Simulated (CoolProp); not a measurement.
Properties of n-heptane along the isotherm 600 K.

Computed with CoolProp (reference Helmholtz-energy equation of state, Span 2003). It is a short technical equation, of lower accuracy than the large ones.

| p (kPa) | phase | cp (kJ/(kg K)) | cv (kJ/(kg K)) | speed of sound (m/s) | expansivity (1/kK) |
|---|---|---|---|---|---|
| 378 | gas | 2.895 | 2.795 | 219.4 | 1.888 |
| 756 | gas | 2.926 | 2.806 | 212.0 | 2.157 |
| 1130 | gas | 2.964 | (withheld) | 204.3 | 2.483 |
| 1510 | gas | 3.011 | 2.830 | 196.0 | 2.895 |
| 1890 | gas | 3.070 | (withheld) | 187.4 | 3.415 |
| 2270 | gas | 3.145 | 2.857 | 178.3 | 4.080 |
| 2650 | gas | (withheld) | 2.872 | 169.0 | 4.937 |
| 3030 | supercritical | 3.368 | 2.888 | 159.7 | 6.050 |
| 3400 | supercritical | 3.526 | 2.903 | 150.9 | 7.443 |
| 3780 | supercritical | 3.732 | 2.919 | 142.4 | 9.244 |
| 4160 | supercritical | 3.981 | 2.932 | 135.4 | 11.37 |

**Question.** Complete the blanks.

**Answer.** 
- 1130, cv (kJ/(kg K)): 2.817
- 1890, cv (kJ/(kg K)): 2.843
- 2650, cp (kJ/(kg K)): 3.242
